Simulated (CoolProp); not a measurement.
Saturation properties of fluorine (Tc = 144.4 K, pc = 5.240 MPa, ω = 0.045).

Computed with CoolProp (reference Helmholtz-energy equation of state, de Reuck 1990).

```json
[
 {"T (K)": "108", "p (MPa)": "0.7766", "liquid density (kg/m³)": "1323", "enthalpy of vaporisation (kJ/kg)": "147.8", "liquid cp (kJ/(kg K))": "1.656"},
 {"T (K)": "111", "p (MPa)": "0.9496", "liquid density (kg/m³)": "1296", "enthalpy of vaporisation (kJ/kg)": "143.3", "liquid cp (kJ/(kg K))": "1.692"},
 {"T (K)": "114", "p (MPa)": "1.149", "liquid density (kg/m³)": "1268", "enthalpy of vaporisation (kJ/kg)": "138.5", "liquid cp (kJ/(kg K))": "1.735"},
 {"T (K)": "117", "p (MPa)": "1.376", "liquid density (kg/m³)": "1239", "enthalpy of vaporisation (kJ/kg)": "133.3", "liquid cp (kJ/(kg K))": "1.789"},
 {"T (K)": "120.1", "p (MPa)": "1.643", "liquid density (kg/m³)": "1206", "enthalpy of vaporisation (kJ/kg)": "127.5", "liquid cp (kJ/(kg K))": "1.860"},
 {"T (K)": "123.1", "p (MPa)": "1.936", "liquid density (kg/m³)": "1173", "enthalpy of vaporisation (kJ/kg)": "121.4", "liquid cp (kJ/(kg K))": "1.949"},
 {"T (K)": "126.1", "p (MPa)": "2.263", "liquid density (kg/m³)": "1137", "enthalpy of vaporisation (kJ/kg)": "114.5", "liquid cp (kJ/(kg K))": "2.070"},
 {"T (K)": "129.1", "p (MPa)": "2.630", "liquid density (kg/m³)": "1097", "enthalpy of vaporisation (kJ/kg)": "106.9", "liquid cp (kJ/(kg K))": "2.240"},
 {"T (K)": "132.1", "p (MPa)": "3.037", "liquid density (kg/m³)": "1053", "enthalpy of vaporisation (kJ/kg)": "98.08", "liquid cp (kJ/(kg K))": "2.494"},
 {"T (K)": "135.1", "p (MPa)": "3.490", "liquid density (kg/m³)": "1002", "enthalpy of vaporisation (kJ/kg)": "87.74", "liquid cp (kJ/(kg K))": "2.912"},
 {"T (K)": "138.1", "p (MPa)": "3.991", "liquid density (kg/m³)": "939.5", "enthalpy of vaporisation (kJ/kg)": "75.00", "liquid cp (kJ/(kg K))": "3.721"}
]
```

It boils at 85.0 K under 1 atm.
